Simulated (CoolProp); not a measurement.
A Linde-Hampson liquefier for ethane: isothermal reversible compression at 320 K from 1 atm to 40 MPa, throttling to 1 atm, return gas leaving the recuperator 5 K below the feed. Each further row changes one setting.

The numbers come from the reference Helmholtz-energy equation of state, Bücker 2006 in CoolProp.

```
case                        liquid yield per pass  compression work (kJ/kg of gas)
--------------------------  ---------------------  -------------------------------
as stated                                       ?                              414
high pressure 80 MPa                            ?                                ?
warm-end temperature 350 K                      ?                                ?
warm-end gap 10 K                               ?                              414
```

Task: What belongs in the gaps?

Result: 
- as stated, liquid yield per pass: 0.454
- high pressure 80 MPa, liquid yield per pass: 0.402
- high pressure 80 MPa, compression work (kJ/kg of gas): 499
- warm-end temperature 350 K, liquid yield per pass: 0.384
- warm-end temperature 350 K, compression work (kJ/kg of gas): 482
- warm-end gap 10 K, liquid yield per pass: 0.446
